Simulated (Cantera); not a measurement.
Input: 1 mol FeS₂, 320 mol H₂, equilibrated at 1327 °C.

These are equilibrium values from Cantera (NASA tables, ideal gas, pure condensed phases), not measurements of a reactor. Candidate condensed phases: Fe, FeS, FeS₂, S; 8 gas species. The numbers say what is thermodynamically allowed, not how fast it happens.

x: gas mole fraction; n: condensed amount in mol.

| P (Pa) | x H₂ | x H₂S | x H | x Fe | x S₂ | n Fe(γ) |
|---|---|---|---|---|---|---|
| 10 | 0.987 | 0.000979 | 0.00540 | 0.00310 | 0.00185 | 0 |
| 100 | 0.992 | 0.00262 | 0.00171 | 0.00110 | 0.00131 | 0.648 |
| 1000 | 0.994 | 0.00483 | 0.000542 | 0.000110 | 0.000445 | 0.965 |
| 10000 | 0.994 | 0.00592 | ? | ? | ? | 0.996 |
| 100000 | 0.994 | 0.00617 | ? | ? | ? | 1.000 |
| 1000000 | 0.994 | 0.00623 | 1.71e-5 | 1.10e-7 | 7.38e-7 | 1.000 |

Q: Complete the blanks.

A: 
- 10000, x H: 0.000171
- 10000, x Fe: 1.10e-5
- 10000, x S₂: 6.67e-5
- 100000, x H: 5.42e-5
- 100000, x Fe: 1.10e-6
- 100000, x S₂: 7.25e-6
